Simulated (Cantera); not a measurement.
Thermodynamics of nitride etching, feed Si3N4 + F2 + H2

Charge: 1 mol Si3N4, 1.4 mol F2, 2.8 mol H2, held at 0.490 bar.

Method: chemical equilibrium by Gibbs-energy minimisation in Cantera with the NASA 1993 tables (ideal gas, pure condensed phases). Candidate condensed phases: Si, Si3N4; 37 gas species. The tables' values for SiF3, SiF2 are old estimates; treat these amounts as uncertain. The numbers say what is thermodynamically allowed, not how fast it happens.

From 902 °C to 1302 °C the condensed part is Si3N4(s). The main Si-bearing gas is SiF4 throughout.

| T (°C) | log p H2 | log p SiF4 | log p N2 | log p SiF3 | log p HF | log p SiHF3 | log p SiF2 | n Si3N4(s) |
|---|---|---|---|---|---|---|---|---|
| 902 | -0.46 | -1.07 | -1.24 | -4.15 | -3.06 | -3.08 | -7.16 | 0.767 |
| 952 | -0.46 | -1.07 | -1.24 | -3.81 | -2.94 | -2.96 | -6.55 | 0.767 |
| 1002 | -0.46 | -1.07 | -1.24 | -3.51 | -2.82 | -2.85 | -5.99 | 0.766 |
| 1052 | -0.46 | -1.07 | -1.24 | -3.22 | -2.72 | -2.74 | -5.47 | 0.766 |
| 1102 | -0.46 | -1.08 | -1.24 | -2.96 | -2.63 | -2.65 | -4.99 | 0.766 |
| 1152 | -0.47 | -1.09 | -1.24 | -2.72 | -2.54 | -2.56 | -4.55 | 0.765 |
| 1202 | -0.47 | -1.09 | -1.24 | -2.50 | -2.46 | -2.49 | -4.14 | 0.764 |
| 1252 | -0.47 | -1.11 | -1.23 | -2.30 | -2.39 | -2.42 | -3.76 | 0.763 |
| 1302 | -0.47 | -1.12 | -1.23 | -2.11 | -2.32 | -2.36 | -3.40 | 0.761 |
log p: log10 of the partial pressure in bar; n: condensed amount in mol.
